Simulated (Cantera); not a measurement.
A closed system holds: 1 mol B, 0.055 mol H2O, held at 1750 °C and 1.00 bar.

Method: chemical equilibrium by Gibbs-energy minimisation in Cantera with the NASA 1993 tables (ideal gas, pure condensed phases). Candidate condensed phases: B, B2O3, B3O3H3, H2O; 23 gas species. Mutual solubility and eutectic melting of coexisting phases are not modelled. The tables' values for BH2 are old estimates; treat these amounts as uncertain. Gases not in the tables: B2H6 and higher boranes. The numbers say what is thermodynamically allowed, not how fast it happens.

Task: What is the equilibrium state?

Result: 
* **x(H2)**: 0.616
* **x(HBO)**: 0.177
* **x(B2O2)**: 0.133
* **x(B2O3)**: 0.0530
* **x(HBO2)**: 0.0103
* **x(BO)**: 0.00607
* **x(B3O3H3)**: 0.00288
* **x(H)**: 0.00149
* **x(BH2)**: 0.000328
* **n(B(s))**: 0.952 mol
* **n(B2O3(l))**: 0.00199 mol
* **gas amount**: 0.07693 mol
